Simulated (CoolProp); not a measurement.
Chlorine at several states: density (kg/m³) from the reference equation and from simpler models built on Tc = 416.9 K, pc = 7.642 MPa, ω = 0.070; each cubic takes its own stable root.

Values from CoolProp's reference Helmholtz-energy equation of state, Thol 2021.

```
T (K)  p (MPa)   phase  reference  van der Waals  Redlich-Kwong  Soave-Redlich-Kwong  Peng-Robinson
-----  -------  ------  ---------  -------------  -------------  -------------------  -------------
387.8       20  liquid       1177          822.5           1070                 1075           1204
224.4       20  liquid       1632           1040           1514                 1508           1695
201.7   0.0969  liquid       1665          4.180           1537                 1527           1718
319.5   0.0182     gas     0.4867         0.4864         0.4866               0.4866         0.4867
```

At some of these states van der Waals gives the other phase, because its saturation line lies elsewhere.
